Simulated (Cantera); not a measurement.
An isothermal, constant-pressure homogeneous reactor starts with H₂ : O₂ = 0.036 : 1 (molar parts), at 923 K and 2.03 Torr.

Computed with Cantera and GRI-Mech 3.0 (53 species, 325 reactions). Radical loss at walls, strong at low pressure, is not modelled. Below about 950 K walls govern HO2 and H2O2 in real vessels. The temperature is held fixed by assumption; the heat of reaction is taken as removed at once.

x: mole fraction; the columns are a selection and need not sum to one.

| t (s) | x H₂ | x O₂ | x H₂O₂ | x H | x OH | x O | x HO₂ |
|---|---|---|---|---|---|---|---|
| 0.000400 | 0.0347 | 0.965 | <1e-12 | 2.34e-12 | <1e-12 | <1e-12 | 2.69e-12 |
| 0.000972 | 0.0347 | 0.965 | <1e-12 | 5.11e-12 | 1.63e-12 | 2.13e-12 | 6.54e-12 |
| 0.00236 | 0.0347 | 0.965 | <1e-12 | 1.22e-11 | 6.45e-12 | 1.09e-11 | 1.59e-11 |
| 0.00574 | 0.0347 | 0.965 | <1e-12 | 4.60e-11 | 3.12e-11 | 6.82e-11 | 3.91e-11 |
| 0.0139 | 0.0347 | 0.965 | <1e-12 | 6.94e-10 | 5.07e-10 | 1.22e-9 | 1.05e-10 |
| 0.0339 | 0.0347 | 0.965 | <1e-12 | 4.20e-7 | 3.09e-7 | 7.47e-7 | [?] |
| 0.0823 | 0.00550 | 0.948 | 3.73e-8 | 0.0102 | 0.00168 | 0.0111 | [?] |
| 0.200 | 0.000421 | 0.950 | 1.04e-8 | 0.00482 | 0.000721 | 0.0127 | [?] |
| 0.486 | 0.000189 | 0.958 | 1.06e-8 | 0.00151 | 0.000470 | 0.00615 | [?] |
| 1.18 | 5.23e-5 | 0.963 | 1.06e-8 | 0.000220 | 0.000240 | 0.00177 | [?] |
| 2.87 | 9.89e-6 | 0.964 | 9.31e-9 | 1.87e-5 | 0.000104 | 0.000348 | [?] |
| 6.97 | 1.65e-6 | 0.965 | 6.47e-9 | 1.39e-6 | 4.37e-5 | 6.14e-5 | [?] |
| 16.9 | 2.99e-7 | 0.965 | 3.68e-9 | 1.16e-7 | 1.91e-5 | 1.17e-5 | [?] |
| 41.2 | 6.36e-8 | 0.965 | 1.89e-9 | 1.23e-8 | 9.08e-6 | 2.62e-6 | [?] |
| 100 | 1.62e-8 | 0.965 | 9.38e-10 | 1.69e-9 | 4.68e-6 | 6.96e-7 | [?] |

Q: What belongs in the gaps?

A: 
- 0.0339, x HO₂: 7.24e-9
- 0.0823, x HO₂: 1.74e-6
- 0.200, x HO₂: 1.47e-6
- 0.486, x HO₂: 1.23e-6
- 1.18, x HO₂: 8.10e-7
- 2.87, x HO₂: 3.86e-7
- 6.97, x HO₂: 1.39e-7
- 16.9, x HO₂: 4.15e-8
- 41.2, x HO₂: 1.19e-8
- 100, x HO₂: 3.60e-9
